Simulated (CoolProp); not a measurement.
Ammonia at 293.15 K and 0.484 MPa is throttled through a valve to 0.261 MPa with no heat exchange. Each further row changes one setting.

Model: reference Helmholtz-energy equation of state, Gao 2020, in CoolProp.

```tsv
case	temperature change (K)	final density (kg/m³)
as stated	(withheld)	1.93
outlet pressure 0.0783 MPa	(withheld)	(withheld)
outlet pressure 0.339 MPa	-4.3	(withheld)
```

What belongs in the gaps?


- as stated, temperature change (K): -6.8
- outlet pressure 0.0783 MPa, temperature change (K): -13.1
- outlet pressure 0.0783 MPa, final density (kg/m³): 0.579
- outlet pressure 0.339 MPa, final density (kg/m³): 2.51
